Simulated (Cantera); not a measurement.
Feed: 1 mol V₂O₃, 16 mol H₂, 0.72 mol N₂, held at 1823 K and 1.10 bar.

Method: chemical equilibrium by Gibbs-energy minimisation in Cantera with the NASA 1993 tables (ideal gas, pure condensed phases). Candidate condensed phases: H₂O, V, VN, VO, V₂O₃, V₂O₄, V₂O₅; 28 gas species. Mutual solubility and eutectic melting of coexisting phases are not modelled. VO: taken at fixed stoichiometry. Condensed phases not in the tables: the oxides between V₂O₃ and V₂O₅ other than VO₂. Kinetics and transport are ignored.

Question: What is the equilibrium state?

Answer: x(H₂): 0.942
x(N₂): 0.0431
x(H₂O): 0.0150
x(H): 0.000401
x(NH₃): 5.80e-6
n(VO(s)): 0.503 mol
n(V₂O₃(s)): 0.749 mol
gas amount: 16.72 mol
log10 activity of V(s) (absent): -2.08
log10 activity of V₂O₅(l) (absent): -9.40
